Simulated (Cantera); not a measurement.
**Silicon carbide growth: Si(CH3)4 + C3H8 + H2**

Input: 1 mol Si(CH3)4, 0.3 mol C3H8, 5.1 mol H2, held at 0.0170 bar.

Method: chemical equilibrium by Gibbs-energy minimisation in Cantera with the NASA 1993 tables (ideal gas, pure condensed phases). Candidate condensed phases: C, C6H6, C7H8, C8H18, Si, SiC; 87 gas species. Gases not in the tables: Si2H6 and higher silanes. Kinetics and transport are ignored.

```csv
T (K),x H2,x H,x Si,x SiC2,x C2H2 (acetylene),x Si2C,n C(graphite),n SiC(s)
1598,1.000,0.000408,5.74e-8,2.20e-10,2.69e-5,1.80e-10,3.90,1.000
1673,0.999,0.000873,3.28e-7,2.15e-9,5.69e-5,1.68e-9,3.90,1.000
1748,0.998,0.00175,1.61e-6,1.72e-8,0.000113,1.29e-8,3.90,1.000
1823,0.996,0.00332,6.95e-6,1.16e-7,0.000211,8.33e-8,3.89,1.000
1898,0.994,0.00598,2.66e-5,6.66e-7,0.000374,4.62e-7,3.89,1.000
1973,0.989,0.0103,9.20e-5,3.35e-6,0.000634,2.25e-6,3.89,0.999
2048,0.982,0.0170,0.000290,1.49e-5,0.00103,9.68e-6,3.88,0.996
2123,0.970,0.0271,0.000841,5.97e-5,0.00161,3.75e-5,3.87,0.987
2198,0.953,0.0417,0.00227,0.000216,0.00242,0.000132,3.87,0.963
2273,0.927,0.0620,0.00573,0.000719,0.00350,0.000427,3.88,0.902
2348,0.888,0.0893,0.0136,0.00221,0.00485,0.00128,3.95,0.749
2423,0.828,0.124,0.0306,0.00631,0.00641,0.00357,4.12,0.375
2498,0.760,0.167,0.0462,0.0119,0.00816,0.00463,4.25,0
2573,0.704,0.221,0.0457,0.0145,0.0103,0.00267,4.10,0
```
x: gas mole fraction; n: condensed amount in mol.

From 1598 K to 2423 K the condensed part is C(graphite) + SiC(s). From 2498 K to 2573 K the condensed part is C(graphite). The main Si-bearing gas is Si throughout.
